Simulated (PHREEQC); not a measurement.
**Reverse-osmosis permeate: speciation**

Synthetic water in mg/L, 25 °C, pH 6.52, pe 0.1: Na 2.52; K 0.559; Ca 6.87; Mg 2.09; Cl 4.31; S(6) as SO4 14.6; Alkalinity as HCO3 12.1; Fe(2) 0.00362.

Valence states are taken as typed.

Model: ion-association model, wateq4f.dat, run in PHREEQC.

Precipitation was switched off in this run.

Problem. Predict the charge-balance error.

Solution. charge-balance error 1.2 %.

Problem. In which forms is Ca present?

Solution. Ca+2 98 %, CaSO4 2.1 % of the Ca.

Species that the database lacks are ignored.
